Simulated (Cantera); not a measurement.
# Adiabatic ignition

An adiabatic, constant-pressure homogeneous reactor starts with CH₄ : C₂H₆ : O₂ : N₂ : H₂O = 1 : 0.24 : 1.35 : 5.08 : 1.3 (molar parts), equivalence ratio 2.1, at 1723 K and 3750 Torr.

Model: GRI-Mech 3.0 (53 species, 325 reactions), integrated in Cantera.

```tsv
t (s)	T (K)	x CH₄	x C₂H₆	x O₂	x CH₂CO	x C₂H₂
7.00e-6	1731	0.101	0.0152	0.140	0.000420	0.000244
2.62e-5	2558	0.00159	5.05e-7	0.000410	6.87e-5	0.00656
9.79e-5	2554	7.63e-6	8.64e-12	1.73e-5	1.03e-7	1.17e-5
0.000366	2551	1.54e-10	<1e-12	1.96e-5	<1e-12	<1e-12
0.00137	2551	1.53e-10	<1e-12	1.97e-5	<1e-12	<1e-12
0.00512	2552	1.53e-10	<1e-12	1.97e-5	<1e-12	<1e-12
0.0191	2552	1.53e-10	<1e-12	1.97e-5	<1e-12	<1e-12
0.0715	2552	1.53e-10	<1e-12	1.97e-5	<1e-12	<1e-12
0.267	2552	1.53e-10	<1e-12	1.97e-5	<1e-12	<1e-12
1.00	2552	1.53e-10	<1e-12	1.97e-5	<1e-12	<1e-12
```
x: mole fraction; the columns are a selection and need not sum to one.

```json
{
 "time_of_steepest_temperature_rise": "20.6 µs",
 "temperature at 1.00 s": "2552 K",
 "equilibrium_temperature": "2552 K",
 "x(CH₄) at 1.00 s": "1.53e-10 (gas-phase equilibrium 1.73e-10)",
 "x(C₂H₆) at 1.00 s": "<1e-12 (gas-phase equilibrium <1e-12)",
 "x(O₂) at 1.00 s": "1.97e-5 (gas-phase equilibrium 1.97e-5)"
}
```
